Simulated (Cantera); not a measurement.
A closed system holds: 1 mol Pb, 0.0094 mol O2, 4.9 mol H2, held at 1800 K and 2.03 Torr.

Cantera equilibrium calculation (NASA polynomials, part measured and part estimated; ideal gas, pure solids and liquids). Candidate condensed phases: H2O, Pb, PbO, PbO2, Pb3O4; 12 gas species. Kinetics and transport are ignored.

Base state: H2 0.822, Pb 0.169, H 0.00625, H2O 0.00317 (mole fractions); condensed: gas only.

### Question
What changes in the equilibrium state with this change: temperature from 1800 K to 775 K?

### Answer
```csv
species,before,after
H2,0.822,0.996
H2O,0.00317,0.00384
Pb,0.169,9.22e-6
H,0.00625,<1e-9
"Pb(l), mol",0,1.000
```

### Question
What changes in the equilibrium state with this change: pressure from 2.03 Torr to 2250 Torr?

### Answer
```
species      before     after
----------  -------  --------
H2            0.822     0.906
Pb            0.169    0.0903
H2O         0.00317   0.00349
H           0.00625  0.000197
Pb2         5.74e-7  0.000182
Pb(l), mol        0     0.512
```

### Question
What changes in the equilibrium state with this change: O2 from 0.0094 to 0.013 mol?

### Answer
```csv
species,before,after
H2,0.822,0.820
Pb,0.169,0.169
H,0.00625,0.00624
H2O,0.00317,0.00439
```
